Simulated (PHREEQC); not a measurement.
0.23 g of hydrous ferric oxide (600 m²/g; 0.2 weak and 0.005 strong sites per Fe, Dzombak-Morel constants, diffuse double layer) in 1 kg of water with 0.05 mol/kgw of an inert sodium salt and 0.00012 mol/kgw CuSO4 and 2.3e-06 mol/kgw NaF, at 25 °C; the pH is set by adding NaOH or the inert anion's acid. Oxygen alone is held at its pressure in air (log pO2 = -0.68). CO2 from the air is kept out. No solid was allowed to form.

Computed with PHREEQC (ion-association model, wateq4f.dat).

### Question
Predict S sorbed (%) at pH = 3.5, 7.5, 8.

### Answer
```tsv
pH	S sorbed (%)
3.5	96.0
7.5	4.6
8	0.8
```

The database's constant for dissolved Cu(OH)2 is higher than later reviews accept. The oxide is taken as insoluble; below pH 4 it would dissolve.
